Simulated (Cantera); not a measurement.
**Oxide etching and cleaning by halides: Al2O3 + Cl2 + N2**

Feed: 1 mol Al2O3, 0.89 mol Cl2, 0.99 mol N2, at 440 Pa.

Equilibrium computed with Cantera from the NASA thermochemical tables; the gas is ideal and each condensed phase is pure. Candidate condensed phases: Al, AlCl3, AlN, Al2O3; 24 gas species. The tables' values for AlCl2 are old estimates; treat these amounts as uncertain. Condensed phases not in the tables: AlOCl. The numbers say what is thermodynamically allowed, not how fast it happens.

```tsv
T (K)	x Cl	x N2	x Cl2	x AlCl3	x O2	n Al2O3(s)
750	2.81e-5	0.527	0.473	1.74e-7	1.30e-7	1.00
900	0.000766	0.526	0.473	7.98e-6	5.96e-6	1.000
1050	0.00816	0.524	0.467	0.000119	8.89e-5	1.000
1200	0.0471	0.514	0.437	0.000853	0.000634	0.999
1350	0.169	0.482	0.344	0.00332	0.00245	0.997
1500	0.378	0.426	0.184	0.00673	0.00495	0.992
1650	0.544	0.382	0.0607	0.00716	0.00520	0.991
1800	0.608	0.365	0.0163	0.00540	0.00380	0.993
```
x: gas mole fraction; n: condensed amount in mol.

From 750 K to 1800 K the condensed part is Al2O3(s). The main Al-bearing gas is AlCl3 throughout.
